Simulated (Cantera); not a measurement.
What does this Cantera script print?

```python
import numpy as np
import cantera as ct

gas_names = """
    B BCL BCL2 BCL3 BH BH2 BH3 B2 CL CL2 H HCL H2
""".split()
cond_names = """
    B(b) B(L)
""".split()


# ... load() reads the species with a 1 bar reference pressure and builds the phases ...
atoms = {
    'B': {'B': 1},
    'HCl': {'H': 1, 'CL': 1},
}
top_T = {}  # K; cautious upper limits of use, not melting points


# ... equilibrate(T, P, feed) seeds the gas with the atoms and calls Mixture.equilibrate('TP', solver="vcs", rtol=1e-11, max_steps=5000) ...
results = []
feed = {'B': 1, 'HCl': 0.69}  # mol
P = 13332.2  # Pa
for T in [725, 800, 875, 950, 1025, 1100, 1175, 1250, 1325, 1400, 1475, 1550, 1625, 1700]:
    mix = equilibrate(T, P, feed)
    results.append((T, P, feed, dict(zip(mix.species_names, mix.species_moles))))
    x = sorted(zip(gas.X, gas.species_names), reverse=True)
    print(f"T = {T:g} K  P = {P:g} Pa  gas = {mix.phase_moles(0):.4g} mol")
    print("   x: " + "  ".join(f"{s} {v:.3e}" for v, s in x if v > 1e-06))
    print("   condensed (mol): " + ("  ".join(f"{mix.phase(i).name} {mix.phase_moles(i):.4g}"
          for i in range(1, mix.n_phases) if mix.phase_moles(i) > 1e-12) or "none"))
```

Output:

```
T = 725 K  P = 13332.2 Pa  gas = 0.5766 mol
   x: H2 5.900e-01  BCL3 3.933e-01  HCL 1.670e-02
   condensed (mol): B(b) 0.7732
T = 800 K  P = 13332.2 Pa  gas = 0.578 mol
   x: H2 5.814e-01  BCL3 3.876e-01  HCL 3.102e-02
   condensed (mol): B(b) 0.776
T = 875 K  P = 13332.2 Pa  gas = 0.58 mol
   x: H2 5.692e-01  BCL3 3.795e-01  HCL 5.131e-02
   condensed (mol): B(b) 0.7799
T = 950 K  P = 13332.2 Pa  gas = 0.5825 mol
   x: H2 5.535e-01  BCL3 3.690e-01  HCL 7.757e-02
   condensed (mol): B(b) 0.7851
T = 1025 K  P = 13332.2 Pa  gas = 0.5857 mol
   x: H2 5.345e-01  BCL3 3.563e-01  HCL 1.092e-01  BCL2 2.334e-06
   condensed (mol): B(b) 0.7913
T = 1100 K  P = 13332.2 Pa  gas = 0.5893 mol
   x: H2 5.128e-01  BCL3 3.419e-01  HCL 1.453e-01  BCL2 1.015e-05
   condensed (mol): B(b) 0.7985
T = 1175 K  P = 13332.2 Pa  gas = 0.5933 mol
   x: H2 4.893e-01  BCL3 3.261e-01  HCL 1.846e-01  BCL2 3.620e-05
   condensed (mol): B(b) 0.8065
T = 1250 K  P = 13332.2 Pa  gas = 0.5975 mol
   x: H2 4.646e-01  BCL3 3.096e-01  HCL 2.257e-01  BCL2 1.098e-04  BCL 5.183e-06
   condensed (mol): B(b) 0.8149
T = 1325 K  P = 13332.2 Pa  gas = 0.6019 mol
   x: H2 4.394e-01  BCL3 2.928e-01  HCL 2.675e-01  BCL2 2.912e-04  BCL 2.231e-05  H 2.969e-06  CL 1.515e-06
   condensed (mol): B(b) 0.8236
T = 1400 K  P = 13332.2 Pa  gas = 0.6064 mol
   x: H2 4.145e-01  HCL 3.089e-01  BCL3 2.758e-01  BCL2 6.897e-04  BCL 8.164e-05  H 8.576e-06  CL 5.263e-06  BH2 1.351e-06
   condensed (mol): B(b) 0.8323
T = 1475 K  P = 13332.2 Pa  gas = 0.611 mol
   x: H2 3.902e-01  HCL 3.490e-01  BCL3 2.591e-01  BCL2 1.484e-03  BCL 2.604e-04  H 2.219e-05  CL 1.608e-05  BH2 2.965e-06
   condensed (mol): B(b) 0.8407
T = 1550 K  P = 13332.2 Pa  gas = 0.6156 mol
   x: HCL 3.870e-01  H2 3.669e-01  BCL3 2.424e-01  BCL2 2.942e-03  BCL 7.380e-04  H 5.224e-05  CL 4.399e-05  BH2 5.982e-06
   condensed (mol): B(b) 0.8485
T = 1625 K  P = 13332.2 Pa  gas = 0.6206 mol
   x: HCL 4.221e-01  H2 3.447e-01  BCL3 2.256e-01  BCL2 5.423e-03  BCL 1.889e-03  H 1.135e-04  CL 1.094e-04  BH2 1.123e-05
   condensed (mol): B(b) 0.8554
T = 1700 K  P = 13332.2 Pa  gas = 0.6263 mol
   x: HCL 4.535e-01  H2 3.240e-01  BCL3 2.083e-01  BCL2 9.367e-03  BCL 4.418e-03  CL 2.500e-04  H 2.297e-04  BH2 1.980e-05
   condensed (mol): B(b) 0.8609
```

Equilibrium computed with Cantera from the NASA thermochemical tables; the gas is ideal and each condensed phase is pure. The tables' values for BCl2, BCl, BH2 are old estimates; treat these amounts as uncertain. Gases not in the tables: BHCl2.
